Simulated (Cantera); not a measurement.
# Equilibrium for carbothermic reduction: PbO + CH₄ + H₂

Feed: 1 mol PbO, 0.37 mol CH₄, 0.4 mol H₂, equilibrated at 810 Pa.

Cantera equilibrium calculation (NASA polynomials, part measured and part estimated; ideal gas, pure solids and liquids). Candidate condensed phases: C, C₆H₆, C₇H₈, C₈H₁₈, H₂O, Pb, PbO, PbO₂, Pb₃O₄; 113 gas species. Kinetics and transport are ignored.

```json
[
 {"T (°C)": "902", "x H₂": "0.406", "x Pb": "0.0538", "x H₂O": "0.308", "x CO": "0.145", "x CO₂": "0.0864", "n Pb(l)": "0.914"},
 {"T (°C)": "927", "x H₂": "0.392", "x Pb": "0.0794", "x H₂O": "0.303", "x CO": "0.144", "x CO₂": "0.0812", "n Pb(l)": "0.870"},
 {"T (°C)": "952", "x H₂": "0.374", "x Pb": "0.115", "x H₂O": "0.294", "x CO": "0.141", "x CO₂": "0.0755", "n Pb(l)": "0.803"},
 {"T (°C)": "977", "x H₂": "0.351", "x Pb": "0.165", "x H₂O": "0.279", "x CO": "0.136", "x CO₂": "0.0690", "n Pb(l)": "0.701"},
 {"T (°C)": "1002", "x H₂": "0.321", "x Pb": "0.233", "x H₂O": "0.259", "x CO": "0.127", "x CO₂": "0.0614", "n Pb(l)": "0.542"},
 {"T (°C)": "1027", "x H₂": "0.281", "x Pb": "0.324", "x H₂O": "0.230", "x CO": "0.113", "x CO₂": "0.0525", "n Pb(l)": "0.276"},
 {"T (°C)": "1052", "x H₂": "0.249", "x Pb": "0.398", "x H₂O": "0.206", "x CO": "0.102", "x CO₂": "0.0453", "n Pb(l)": "0"},
 {"T (°C)": "1077", "x H₂": "0.247", "x Pb": "0.398", "x H₂O": "0.207", "x CO": "0.103", "x CO₂": "0.0440", "n Pb(l)": "0"},
 {"T (°C)": "1102", "x H₂": "0.246", "x Pb": "0.398", "x H₂O": "0.208", "x CO": "0.105", "x CO₂": "0.0428", "n Pb(l)": "0"},
 {"T (°C)": "1127", "x H₂": "0.245", "x Pb": "0.398", "x H₂O": "0.209", "x CO": "0.106", "x CO₂": "0.0416", "n Pb(l)": "0"},
 {"T (°C)": "1152", "x H₂": "0.244", "x Pb": "0.398", "x H₂O": "0.210", "x CO": "0.107", "x CO₂": "0.0405", "n Pb(l)": "0"}
]
```
x: gas mole fraction; n: condensed amount in mol.

From 902 °C to 1027 °C the condensed part is Pb(l). From 1052 °C to 1152 °C nothing is condensed. The main Pb-bearing gas is Pb throughout.
